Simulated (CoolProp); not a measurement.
Vapour-liquid equilibrium of propane (1) + isohexane (2) at 119 kPa; x and y are mole fractions of (1).

Model: multi-fluid Helmholtz-energy mixture model, Lemmon 2009 and Lemmon 2006; pair parameters Bell 2016, in CoolProp.

```
x     bubble temperature (K)  y at the bubble point  dew temperature at overall composition x (K)  liquid density (mol/L)
----  ----------------------  ---------------------  --------------------------------------------  ----------------------
0.05                   316.1                  0.535                                         336.9                   7.469
0.15                   287.3                  0.866                                         333.4                   8.106
0.25                   271.5                  0.944                                         329.6                   8.642
0.35                   261.5             (withheld)                                         325.4                   9.150
0.45                   254.5                  0.983                                         320.7              (withheld)
0.55                   249.3                  0.990                                         315.3                   10.20
0.65                   245.1                  0.994                                         308.8                   10.76
0.75                   241.6             (withheld)                                         300.8                   11.36
0.85                   238.6                  0.998                                         289.6                   12.01
0.95              (withheld)                  0.999                                         269.6                   12.71
```

**Question.** Complete the blanks.

**Answer.** 
- 0.35, y at the bubble point: 0.971
- 0.45, liquid density (mol/L): 9.663
- 0.75, y at the bubble point: 0.996
- 0.95, bubble temperature (K): 236.0

No azeotrope shows between x = 0.05 and 0.95.

The pair parameters rest on a limited set of measurements; away from them the model extrapolates. The gap from Raoult's law changes sign with composition, which may be real or a fault of the pair parameters; it wasn't checked against measurements.
